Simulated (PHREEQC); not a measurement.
Consider water at 20 °C with 0.012 mol NaOH and 0.0017 mol K2SiO3 per kg of water. Closed to the air; pH follows from the charge balance.

Equilibrium calculation in PHREEQC: ion-association model, wateq4f.dat.

The ionic strength comes out as 0.0156 mol/kgw. What activity coefficients do H2SiO4-2, K+, Na+, H3SiO4-, OH- get?

H2SiO4-2 0.62, K+ 0.88, Na+ 0.89, H3SiO4- 0.88, OH- 0.88.

This is a speciation only: nothing precipitates in the calculation.
